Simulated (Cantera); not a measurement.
Input: 1 mol Si, 1.3 mol Br2.

These are equilibrium values from Cantera (NASA tables, ideal gas, pure condensed phases), not measurements of a reactor. Candidate condensed phases: Br2, Si; 9 gas species. The tables' values for SiBr3 are old estimates. Equilibrium is a limit: real reactors are often held back by kinetics, nucleation or transport.

Task: What condenses at these points (T in K, P in Pa): (498, 7700); (498, 170); (798, 28000); (798, 600); (1248, 1)?

Result: 
```tsv
T (K)	P in Pa	condensed phases	Si condensed (%)
498	7700	Si	35.0
498	170	Si	35.0
798	28000	Si	35.0
798	600	Si	35.0
1248	1	gas only	0.0
```
